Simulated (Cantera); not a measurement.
**Gas activation for diamond growth**

An isothermal, constant-pressure homogeneous reactor starts with CH₄ : H₂ = 0.015 : 1 (molar parts), at 2475 K and 2670 Pa.

Detailed kinetics in Cantera: GRI-Mech 3.0 (53 species, 325 reactions). GRI-Mech 3.0 stops at C3 and has no aromatics, soot or wall deposition, so with more carbon than oxygen in the feed, carbon stays in small species such as C2H2 where larger ones or solid carbon would form. Radical loss at walls, strong at low pressure, is not modelled.

```
t (s)        x CH₄   x H₂    x C₂H₂   x C₂H₄     x C₂H     x CH₃
--------  --------  -----  --------  -------  --------  --------
8.00e-6     0.0147  0.985  4.08e-11  1.74e-9    <1e-12   9.33e-5
4.11e-5     0.0144  0.984   2.73e-8  1.85e-7  1.92e-12  0.000329
0.000211    0.0133  0.980   1.23e-5  9.57e-6   4.53e-9   0.00136
0.00109    0.00799  0.965   0.00154  4.76e-5   2.34e-6   0.00323
0.00558   0.000746  0.953   0.00645  2.06e-6   1.81e-5  0.000558
0.0287     4.29e-5  0.935   0.00699  4.21e-7   2.96e-5   4.83e-5
0.147      4.86e-6  0.892   0.00685  1.83e-7   5.27e-5   9.90e-6
0.757      2.76e-6  0.864   0.00674  1.23e-7   6.82e-5   7.39e-6
3.89       2.75e-6  0.864   0.00673  1.23e-7   6.83e-5   7.37e-6
20.0       2.75e-6  0.864   0.00673  1.23e-7   6.83e-5   7.37e-6
```
x: mole fraction; the columns are a selection and need not sum to one.

Equilibrium at this temperature and pressure: CH₄ 2.78e-6, H₂ 0.864, C₂H₂ 0.00673, C₂H₄ 1.23e-7, C₂H 6.83e-5, CH₃ 7.45e-6 (gas phase only).
